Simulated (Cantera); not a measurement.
A perfectly stirred reactor is fed with 0.258 % CH3OH, 0.674 % O2, 99.1 % N2, equivalence ratio 0.57, at 1.00 bar; it is held at 1500 K, and followed from long to short residence time.

Detailed kinetics in Cantera: GRI-Mech 3.0 (53 species, 325 reactions). GRI-Mech 3.0 was tuned for natural gas; its chemistry of methanol as a main component is partial and can be far from experiment.

Problem. Predict: x(CH3OH) at τ = 0.630 s; x(O2) at τ = 0.630 s; x(NO2) at τ = 0.630 s; x(O) at τ = 0.630 s; x(CH3OH) at τ = 38.0 ms; x(O2) at τ = 38.0 ms; x(O) at τ = 38.0 ms.

Solution. 
| Quantity | Value |
|---|---|
| x(CH3OH) at τ = 0.630 s | 3.93e-7 |
| x(O2) at τ = 0.630 s | 0.00288 |
| x(NO2) at τ = 0.630 s | 3.03e-9 |
| x(O) at τ = 0.630 s | 2.34e-5 |
| x(CH3OH) at τ = 38.0 ms | 1.55e-6 |
| x(O2) at τ = 38.0 ms | 0.00298 |
| x(O) at τ = 38.0 ms | 0.000123 |
